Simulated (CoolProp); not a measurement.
Carbon monoxide along the isotherm -151.75 °C: fugacity coefficient from the reference equation and from simpler models built on Tc = -140.3 °C, pc = 34.98 bar, ω = 0.050; each cubic takes its own stable root.

Values from CoolProp's reference Helmholtz-energy equation of state, Lemmon 2006. It is a short technical equation, of lower accuracy than the large ones.

```tsv
p (bar)	phase	reference
0.277	gas	0.9966
0.568	gas	0.9930
1.17	gas	0.9855
2.39	gas	0.9705
4.92	gas	0.9395
10.1	gas	0.8764
20.7	liquid	0.7340
42.6	liquid	0.3960
87.5	liquid	0.2360
```

Question: How far does each simpler model (Soave-Redlich-Kwong, Peng-Robinson) lie from the reference over these 9 states: mean and median of the absolute difference, and the worst?

Answer: 
- Soave-Redlich-Kwong: mean 0.4 %, median 0.1 %, worst +1.9 % at -151.75 °C and 87.5 bar
- Peng-Robinson: mean 1.3 %, median 0.7 %, worst -4.2 % at -151.75 °C and 87.5 bar
